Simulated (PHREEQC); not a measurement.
Consider water at 25 °C with 2.8 mmol/kgw H3BO3. Closed to the air; pH follows from the charge balance.

The numbers come from PHREEQC with the ion-association model, phreeqc.dat.

```csv
quantity,before,after
pH,5.89,5.78
ionic strength (mol/kgw),1.28e-6,1.65e-6
H2BO3- (mol/kgw),1.27e-6,1.61e-6
```

**Question.** What was changed between the two runs?
A. temperature from 25 to 55 °C
B. temperature from 25 to 10 °C
C. diluted 100-fold with water
D. H3BO3 from 0.0028 to 0.00252 mol/kgw

**Answer.** A, temperature from 25 to 55 °C

This is a speciation only: nothing precipitates in the calculation. Constants without temperature data keep their 25 °C values here.
